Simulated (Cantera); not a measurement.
Cantera run:

```python
import numpy as np
import cantera as ct

gas_names = """
    CL CLO CL2 H HCL HOCL HO2 H2 H2O H2O2 O OH O2 O3 Si SiCL SiCL2 SiCL3 SiCL4 SiH SiHCL3 SiH2 SiH2CL2
    SiH3 SiH3CL SiH4 SiO SiO2 Si2 Si3
""".split()
cond_names = """
    H2O(s) H2O(L) Si(cr) Si(L) SiO2(Lqz) SiO2(hqz) SiO2(L)
""".split()


# ... load() reads the species with a 1 bar reference pressure and builds the phases ...
atoms = {
    'SiCl4': {'Si': 1, 'CL': 4},
    'H2O': {'H': 2, 'O': 1},
    'O2': {'O': 2},
}
top_T = {}  # K; cautious upper limits of use, not melting points


# ... equilibrate(T, P, feed) seeds the gas with the atoms and calls Mixture.equilibrate('TP', solver="vcs", rtol=1e-11, max_steps=5000) ...
results = []
feed = {'SiCl4': 1, 'H2O': 0.6, 'O2': 0.36}  # mol
P = 14000  # Pa
for T in [998, 1098, 1198, 1298, 1398, 1498, 1598, 1698, 1798, 1898, 1998, 2098]:
    mix = equilibrate(T, P, feed)
    results.append((T, P, feed, dict(zip(mix.species_names, mix.species_moles))))

top = {s: max(r[3][s] / sum(r[3][g] for g in gas_names) for r in results) for s in gas_names}
cols = sorted((s for s in top if top[s] > 1e-06), key=lambda s: -top[s])[:8]
seen = [c for c in cond_names if any(r[3].get(c, 0) > 1e-12 for r in results)]
print("log10 of partial pressures in bar; condensed amounts in mol")
print(f"{'T/K':>10s}" + "".join(f"{s[:9]:>10s}" for s in cols + seen))
for T, P, feed, n in results:
    ng = sum(n[g] for g in gas_names)
    print(f"{T:10.4g}" + "".join(f"{np.log10(max(n[s] / ng * P / 1e5, 1e-99)):10.3f}" for s in cols)
          + "".join(f"{n.get(c, 0):10.4g}" for c in seen))
```

Output:

```
log10 of partial pressures in bar; condensed amounts in mol
       T/K       HCL        CL       CL2     SiCL4     SiCL3     SiCL2       SiO         H SiO2(hqz)   SiO2(L)
       998    -1.129    -4.099    -1.351    -1.677   -10.205   -17.344   -22.705   -14.395      0.66         0
      1098    -1.129    -3.507    -1.353    -1.677    -8.924   -15.022   -19.480   -12.884      0.66         0
      1198    -1.130    -3.013    -1.357    -1.678    -7.857   -13.090   -16.796   -11.621      0.66         0
      1298    -1.133    -2.598    -1.367    -1.680    -6.956   -11.454   -14.525   -10.549      0.66         0
      1398    -1.138    -2.247    -1.389    -1.685    -6.181   -10.046   -12.572    -9.625      0.66         0
      1498    -1.146    -1.954    -1.429    -1.694    -5.505    -8.812   -10.865    -8.816      0.66         0
      1598    -1.160    -1.713    -1.497    -1.708    -4.904    -7.707    -9.344    -8.097      0.66         0
      1698    -1.178    -1.523    -1.605    -1.727    -4.359    -6.694    -7.962    -7.444         0      0.66
      1798    -1.198    -1.384    -1.759    -1.750    -3.851    -5.743    -6.688    -6.837         0      0.66
      1898    -1.218    -1.290    -1.960    -1.776    -3.373    -4.838    -5.492    -6.263         0    0.6599
      1998    -1.234    -1.232    -2.193    -1.817    -2.934    -3.989    -4.374    -5.720         0    0.6595
      2098    -1.253    -1.192    -2.430    -1.906    -2.577    -3.249    -3.366    -5.218         0    0.6553
```

These are equilibrium values from Cantera (NASA tables, ideal gas, pure condensed phases), not measurements of a reactor. The tables' values for SiCl3 are old estimates; treat these amounts as uncertain. The tables hold silica as quartz up to 1696 K and as liquid above; real silica turns to tridymite and cristobalite and melts near 1996 K.
